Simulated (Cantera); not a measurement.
A perfectly stirred reactor is fed with CH4 : H2O : H2 = 1 : 2.8 : 0.028 (molar parts), at 760 Torr; it is held at 1975 K, and followed from long to short residence time.

Computed with Cantera and GRI-Mech 3.0 (53 species, 325 reactions).

**Question.** Predict: x(CH4) at τ = 0.570 s; x(H2O) at τ = 0.570 s; x(H2) at τ = 0.570 s; x(CH2O) at τ = 0.570 s; x(C2H) at τ = 0.570 s; x(CH4) at τ = 52.0 ms; x(H2O) at τ = 52.0 ms; x(H2) at τ = 52.0 ms; x(CH2O) at τ = 52.0 ms; x(C2H) at τ = 52.0 ms.

**Answer.** 
```json
{
  "x(CH4) at τ = 0.570 s": "0.00301",
  "x(H2O) at τ = 0.570 s": "0.297",
  "x(H2) at τ = 0.570 s": "0.530",
  "x(CH2O) at τ = 0.570 s": "6.74e-7",
  "x(C2H) at τ = 0.570 s": "2.45e-8",
  "x(CH4) at τ = 52.0 ms": "0.0131",
  "x(H2O) at τ = 52.0 ms": "0.344",
  "x(H2) at τ = 52.0 ms": "0.487",
  "x(CH2O) at τ = 52.0 ms": "3.66e-6",
  "x(C2H) at τ = 52.0 ms": "4.04e-7"
}
```
